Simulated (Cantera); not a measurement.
**Thermodynamics of silicon carbide growth, feed Si(CH3)4 + C3H8 + H2 + HCl**

A closed system holds: 1 mol Si(CH3)4, 0.011 mol C3H8, 1600 mol H2, 1.9 mol HCl, held at 2.90 mbar.

Cantera equilibrium calculation (NASA polynomials, part measured and part estimated; ideal gas, pure solids and liquids). Candidate condensed phases: C, C6H6, C7H8, C8H18, Si, SiC; 109 gas species. Equilibrium is a limit: real reactors are often held back by kinetics, nucleation or transport.

From 952 °C to 1652 °C the condensed part is C(graphite) + SiC(s). At 1752 °C the condensed part is C(graphite). From 1852 °C to 1952 °C nothing is condensed.

```tsv
T (°C)	log p H2	log p H	log p HCl	log p C2H2 (acetylene)	log p Si	log p Cl	log p CH4	log p SiC2	n C(graphite)	n SiC(s)
952	-2.54	-7.78	-5.47	-9.33	-14.17	-10.77	-6.96	<-14	2.97	1.000
1052	-2.54	-7.06	-5.47	-8.61	-12.50	-10.06	-7.25	<-14	3.00	1.000
1152	-2.54	-6.44	-5.47	-7.99	-11.06	-9.45	-7.50	-14.12	3.00	1.000
1252	-2.54	-5.90	-5.47	-7.46	-9.82	-8.92	-7.72	-12.49	2.98	1.000
1352	-2.54	-5.42	-5.47	-6.99	-8.73	-8.45	-7.91	-11.06	2.91	0.999
1452	-2.54	-5.00	-5.47	-6.58	-7.77	-8.04	-8.08	-9.80	2.74	0.989
1552	-2.54	-4.63	-5.47	-6.21	-6.91	-7.67	-8.23	-8.69	2.42	0.923
1652	-2.55	-4.29	-5.48	-5.89	-6.15	-7.35	-8.37	-7.69	1.99	0.549
1752	-2.55	-3.99	-5.49	-5.60	-5.80	-7.05	-8.51	-7.13	1.08	0
1852	-2.57	-3.72	-5.50	-5.47	-5.80	-6.79	-8.71	-7.07	0	0
1952	-2.59	-3.48	-5.53	-5.48	-5.80	-6.56	-8.96	-7.13	0	0
```
log p: log10 of the partial pressure in bar; n: condensed amount in mol.
